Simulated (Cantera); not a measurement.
# PbO + C + N2 (carbothermic reduction)

Feed: 1 mol PbO, 6.1 mol C, 1.4 mol N2, held at 2375 K and 75.0 Pa.

Method: chemical equilibrium by Gibbs-energy minimisation in Cantera with the NASA 1993 tables (ideal gas, pure condensed phases). Candidate condensed phases: C, Pb, PbO, PbO2, Pb3O4; 27 gas species. The numbers say what is thermodynamically allowed, not how fast it happens.

* **x(N2)**: 0.411
* **x(CO)**: 0.294
* **x(Pb)**: 0.294
* **x(CN)**: 0.000808
* **x(C3)**: 8.52e-5
* **x(C)**: 3.63e-5
* **x(C2N2)**: 1.45e-5
* **x(C2)**: 7.67e-6
* **x(N)**: 2.02e-6
* **n(C(graphite))**: 5.10 mol
* **gas amount**: 3.402 mol
* **log10 activity of Pb(l) (absent)**: -4.34
